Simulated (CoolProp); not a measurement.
A single-stage vapour-compression cycle with the fluid: evaporating at 222.15 K (dew point), condensing at 264.15 K (bubble point), superheat 10 K, subcooling 8 K, compressor efficiency 0.6, no pressure losses. The same conditions are run with several fluids, on thermodynamics alone (safety and materials aside).

Values from CoolProp's reference Helmholtz-energy equation of state of each fluid (fluoroethane (R161): Wu 2012; CH3F (R41): Lemmon 2006; vinyl chloride: Thol 2022; R404A: Lemmon 2003; ethane: Bücker 2006; C3F8 (R218): Lemmon 2006). Blends and air are pseudo-pure fits.

```tsv
fluid	cooling COP	pressure ratio	discharge temperature (K)	refrigerating effect (kJ/kg)	volumetric capacity (kJ/m³)
fluoroethane (R161)	2.80	6.13	347.6	(withheld)	507
CH3F (R41)	(withheld)	4.25	368.2	383	2740
vinyl chloride	(withheld)	7.58	375.3	342	181
R404A	(withheld)	5.90	312.1	168	675
ethane	2.60	3.58	(withheld)	352	3220
C3F8 (R218)	2.71	(withheld)	(withheld)	83.6	(withheld)
```

Task: Some entries are withheld; supply them.

Result: 
- fluoroethane (R161), refrigerating effect (kJ/kg): 382
- CH3F (R41), cooling COP: 2.59
- vinyl chloride, cooling COP: 2.78
- R404A, cooling COP: 2.73
- ethane, discharge temperature (K): 323.1
- C3F8 (R218), pressure ratio: 6.03
- C3F8 (R218), discharge temperature (K): 279.1
- C3F8 (R218), volumetric capacity (kJ/m³): 425
